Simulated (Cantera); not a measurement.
Transport properties of process gases

Gas mixture: 100 % NO, at 0.513 atm, frozen composition.

Cantera's kinetic-theory transport with the Lennard-Jones parameters of GRI-Mech 3.0, ideal gas; thermal conductivity in the multicomponent form.

| T (K) | ρ (kg/m³) | cp (J/kg/K) | μ (µPa s) | λ (mW/m/K) | Pr | D (cm²/s) N2 | D (cm²/s) CH3 | D (cm²/s) H2 |
|---|---|---|---|---|---|---|---|---|
| 400 | 0.469 | 998.6 | 23.1 | 32.5 | 0.711 | 0.660 | 0.722 | 2.47 |
| 500 | 0.375 | 1016 | 27.0 | 38.7 | 0.709 | 0.968 | 1.06 | 3.59 |
| 600 | 0.313 | 1041 | 30.6 | 45.0 | 0.708 | 1.32 | 1.45 | 4.87 |
| 700 | 0.268 | 1067 | 34.0 | 51.2 | 0.708 | 1.71 | 1.89 | 6.29 |
| 800 | 0.235 | 1092 | 37.1 | 57.3 | 0.708 | 2.14 | 2.37 | 7.85 |
| 900 | 0.209 | 1114 | 40.1 | 63.1 | 0.707 | 2.60 | 2.88 | 9.55 |
| 1000 | 0.188 | 1133 | 42.9 | 68.8 | 0.707 | 3.11 | 3.44 | 11.4 |
D: mixture-averaged diffusion coefficient of that species in the mixture.
